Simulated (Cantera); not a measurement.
A closed system holds: 1 mol Cu₂O, 11 mol H₂, 0.3 mol H₂O, held at 550000 Pa.

These are equilibrium values from Cantera (NASA tables, ideal gas, pure condensed phases), not measurements of a reactor. Candidate condensed phases: Cu, CuO, Cu(OH)₂, Cu₂O, H₂O; 12 gas species. Kinetics and transport are ignored.

**Question.** Which condensed phases are stable at each of these points (T (°C)): 652, 752, 852, 952, 1052, 1152, 1252, 1352, 1452, 1552?

**Answer.** 
```
T (°C)  condensed phases  Cu condensed (%)
------  ----------------  ----------------
652                Cu(s)             100.0
752                Cu(s)             100.0
852                Cu(s)             100.0
952                Cu(s)             100.0
1052               Cu(s)             100.0
1152               Cu(l)             100.0
1252               Cu(l)             100.0
1352               Cu(l)             100.0
1452               Cu(l)             100.0
1552               Cu(l)              99.9
```

From 652 °C to 1052 °C the condensed part is Cu(s). From 1152 °C to 1552 °C the condensed part is Cu(l).
